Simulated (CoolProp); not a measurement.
Computed with CoolProp (reference Helmholtz-energy equation of state, Beckmüller 2019).

Task: Give the vapour pressure (MPa), vapour density (kg/m³), enthalpy of vaporisation (kJ/kg), vapour viscosity (µPa s) of saturated n-octane at 392.7, 396.3 K.

Result: 
```json
[
 {"T (K)": "392.7", "p (MPa)": "0.0853", "vapour density (kg/m³)": "3.14", "enthalpy of vaporisation (kJ/kg)": "306", "vapour viscosity (µPa s)": "7.42"},
 {"T (K)": "396.3", "p (MPa)": "0.0945", "vapour density (kg/m³)": "3.46", "enthalpy of vaporisation (kJ/kg)": "303", "vapour viscosity (µPa s)": "7.48"}
]
```

Viscosity comes from a separate model (Huber 2004).
